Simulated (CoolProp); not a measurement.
A simple Rankine cycle with water: condensing at 326.15 K, boiler at 1.03 MPa, turbine inlet 604.2 K, turbine efficiency 0.7, pump efficiency 0.8, no recuperator. Each further row changes one setting.

Model: reference Helmholtz-energy equation of state, Wagner 2002, in CoolProp.

```json
[
 {"case": "as stated", "thermal efficiency (%)": "[?]", "net work (kJ/kg)": "546", "heat in (kJ/kg)": "2890", "turbine exit temperature (K)": "326.1", "volume ratio over the turbine": "[?]"},
 {"case": "turbine inlet 624.2 K", "thermal efficiency (%)": "[?]", "net work (kJ/kg)": "[?]", "heat in (kJ/kg)": "2940", "turbine exit temperature (K)": "327.2", "volume ratio over the turbine": "38.3"},
 {"case": "condensing temperature 318.15 K", "thermal efficiency (%)": "19.9", "net work (kJ/kg)": "[?]", "heat in (kJ/kg)": "2930", "turbine exit temperature (K)": "318.1", "volume ratio over the turbine": "56.3"},
 {"case": "boiler pressure 0.721 MPa", "thermal efficiency (%)": "17.6", "net work (kJ/kg)": "512", "heat in (kJ/kg)": "2900", "turbine exit temperature (K)": "333.8", "volume ratio over the turbine": "28.1"},
 {"case": "turbine efficiency 0.6", "thermal efficiency (%)": "16.2", "net work (kJ/kg)": "468", "heat in (kJ/kg)": "2890", "turbine exit temperature (K)": "352.9", "volume ratio over the turbine": "42.8"}
]
```

Question: Complete the blanks.

Answer: 
- as stated, thermal efficiency (%): 18.9
- as stated, volume ratio over the turbine: 39.1
- turbine inlet 624.2 K, thermal efficiency (%): 19.1
- turbine inlet 624.2 K, net work (kJ/kg): 560
- condensing temperature 318.15 K, net work (kJ/kg): 583

The expansion ends wet for: as stated; condensing temperature 318.15 K.
